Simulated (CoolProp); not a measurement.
Computed with CoolProp (reference Helmholtz-energy equation of state, de Reuck 1990).

Task: For fluorine, give the phase and the speed of sound (m/s) at 26.85 °C and 5.71 MPa.

Result: 
- 26.85 °C and 5.71 MPa: supercritical; speed of sound 302
